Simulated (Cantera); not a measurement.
Mixture: CH₄ : O₂ : N₂ = 1 : 2.82 : 10.6 (molar parts), equivalence ratio 0.71, at 5.00 bar, adiabatic and at constant volume. Ignition delay is the time to a rise of 400 K.

Cantera simulation using GRI-Mech 3.0 (53 species, 325 reactions); the numbers are that mechanism's predictions, not measurements.

Problem. What does this change do: constant pressure in place of constant volume?

Solution. 
```csv
quantity,before,after
delay at 1273 K,3.24 ms,3.39 ms
delay at 1423 K,0.598 ms,0.632 ms
delay at 1573 K,0.141 ms,0.150 ms
delay at 1723 K,42.6 µs,45.3 µs
delay at 1873 K,16.1 µs,17.2 µs
apparent activation energy between 1798 and 1948 K,170 kJ/mol,170 kJ/mol
```

Problem. What does this change do: pressure from 5.00 bar to 12.0 bar?

Solution. 
| quantity | before | after |
|---|---|---|
| delay at 1273 K | 3.24 ms | 1.34 ms |
| delay at 1423 K | 0.598 ms | 0.273 ms |
| delay at 1573 K | 0.141 ms | 68.7 µs |
| delay at 1723 K | 42.6 µs | 21.0 µs |
| delay at 1873 K | 16.1 µs | 7.74 µs |
| apparent activation energy between 1798 and 1948 K | 170 kJ/mol | 180 kJ/mol |
The pressure lies above the range GRI-Mech 3.0 was tuned for (to about 10 atm).
